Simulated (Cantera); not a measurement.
A perfectly stirred reactor is fed with 7.44 % CH₄, 11.5 % O₂, 81.1 % N₂, at 5.00 bar; it is adiabatic with a 375 K inlet, and is followed from long to short residence time, starting on the burning branch (τ in s: 0.11, 0.041, 0.015, 0.0057, 0.0021, 0.0008, 0.0003, 0.00011, 4.2e-05, 1.6e-05, 6e-06).

Detailed kinetics in Cantera: GRI-Mech 3.0 (53 species, 325 reactions).

x: mole fraction; the columns are a selection and need not sum to one.

```json
[
 {"τ (s)": "0.11", "T (K)": "1566", "x CH₄": "0.00531", "x O₂": "0.00224", "x O": "1.50e-7", "x C₂H₂": "0.00134", "x CH₃": "5.27e-5", "x HCO": "[?]"},
 {"τ (s)": "0.041", "T (K)": "1541", "x CH₄": "0.00564", "x O₂": "0.00420", "x O": "3.94e-7", "x C₂H₂": "0.00108", "x CH₃": "7.25e-5", "x HCO": "[?]"},
 {"τ (s)": "0.015", "T (K)": "1478", "x CH₄": "0.00706", "x O₂": "0.00937", "x O": "1.03e-6", "x C₂H₂": "0.000578", "x CH₃": "9.41e-5", "x HCO": "[?]"},
 {"τ (s)": "0.0057", "T (K)": "375", "x CH₄": "0.0744", "x O₂": "0.115", "x O": "<1e-12", "x C₂H₂": "<1e-12", "x CH₃": "<1e-12", "x HCO": "<1e-12"},
 {"τ (s)": "0.0021", "T (K)": "375", "x CH₄": "0.0744", "x O₂": "0.115", "x O": "<1e-12", "x C₂H₂": "<1e-12", "x CH₃": "<1e-12", "x HCO": "<1e-12"},
 {"τ (s)": "0.00080", "T (K)": "375", "x CH₄": "0.0744", "x O₂": "0.115", "x O": "<1e-12", "x C₂H₂": "<1e-12", "x CH₃": "<1e-12", "x HCO": "<1e-12"},
 {"τ (s)": "0.00030", "T (K)": "375", "x CH₄": "0.0744", "x O₂": "0.115", "x O": "<1e-12", "x C₂H₂": "<1e-12", "x CH₃": "<1e-12", "x HCO": "<1e-12"},
 {"τ (s)": "0.00011", "T (K)": "375", "x CH₄": "0.0744", "x O₂": "0.115", "x O": "<1e-12", "x C₂H₂": "<1e-12", "x CH₃": "<1e-12", "x HCO": "<1e-12"},
 {"τ (s)": "4.2e-5", "T (K)": "375", "x CH₄": "0.0744", "x O₂": "0.115", "x O": "<1e-12", "x C₂H₂": "<1e-12", "x CH₃": "<1e-12", "x HCO": "<1e-12"},
 {"τ (s)": "1.6e-5", "T (K)": "375", "x CH₄": "0.0744", "x O₂": "0.115", "x O": "<1e-12", "x C₂H₂": "<1e-12", "x CH₃": "<1e-12", "x HCO": "<1e-12"},
 {"τ (s)": "6.0e-6", "T (K)": "375", "x CH₄": "0.0744", "x O₂": "0.115", "x O": "<1e-12", "x C₂H₂": "<1e-12", "x CH₃": "<1e-12", "x HCO": "<1e-12"}
]
```

Problem. Fill in the missing entries.

Solution. 
- 0.11, x HCO: 7.29e-9
- 0.041, x HCO: 2.00e-8
- 0.015, x HCO: 6.88e-8
